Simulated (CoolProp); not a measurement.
Vapour pressure (MPa) of decamethyltetrasiloxane (MD2M): the reference equation beside estimates from Tc = 599.4 K, pc = 1.144 MPa, ω = 0.635. Clausius-Clapeyron is anchored at 486.9 K with a constant enthalpy of vaporisation of 37.93 kJ/mol.

Model: reference Helmholtz-energy equation of state, Thol 2017, in CoolProp.

| T (K) | reference | Clausius-Clapeyron | Redlich-Kwong |
|---|---|---|---|
| 475.9 | 0.1234 | 0.1274 | 0.2665 |
| 479.6 | 0.1344 | 0.1371 | 0.2817 |
| 483.2 | 0.1457 | 0.1472 | 0.2970 |
| 486.9 | 0.1581 | 0.1581 | 0.3133 |
| 490.6 | 0.1714 | 0.1697 | 0.3303 |
| 494.2 | 0.1850 | 0.1816 | 0.3473 |
| 497.9 | 0.1999 | 0.1945 | 0.3655 |
| 501.6 | 0.2158 | 0.2081 | 0.3843 |
| 505.3 | 0.2325 | 0.2224 | 0.4037 |
| 508.9 | 0.2497 | 0.2371 | 0.4232 |
| 512.6 | 0.2684 | 0.2530 | 0.4440 |
| 516.3 | 0.2882 | 0.2696 | 0.4654 |
| 519.9 | 0.3085 | 0.2866 | 0.4869 |
| 523.6 | 0.3304 | 0.3050 | 0.5096 |
| 527.3 | 0.3536 | 0.3242 | 0.5331 |

Absolute difference from the reference over all 15 rows, mean and median: Clausius-Clapeyron 4.0 and 3.6 %, Redlich-Kwong 80.1 and 78.1 %.
